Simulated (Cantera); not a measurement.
Charge: 1 mol Si, 5 mol NF3, 17 mol H2, held at 25.0 Pa.

Method: chemical equilibrium by Gibbs-energy minimisation in Cantera with the NASA 1993 tables (ideal gas, pure condensed phases). Candidate condensed phases: Si, Si3N4; 37 gas species. The tables' values for SiF3, SiF2 are old estimates; treat these amounts as uncertain. Rates play no part. All values below are at 1575 K.

Base state: H2 0.439, HF 0.425, N2 0.0959, SiF4 0.0353, SiF3 0.00291, H 0.00174, SiF2 0.000120, SiHF3 2.99e-5 (mole fractions); condensed: gas only.

Q: What changes in the equilibrium state with this change: pressure from 25.0 Pa to 13300 Pa?

A: 
| species | before | after |
|---|---|---|
| H2 | 0.439 | 0.442 |
| HF | 0.425 | 0.423 |
| N2 | 0.0959 | 0.0961 |
| SiF4 | 0.0353 | 0.0383 |
| SiF3 | 0.00291 | 0.000138 |
| SiF2 | 0.000120 | 2.49e-7 |
| H | 0.00174 | 7.57e-5 |
The tables' values for SiF3 are old estimates; treat these amounts as uncertain.
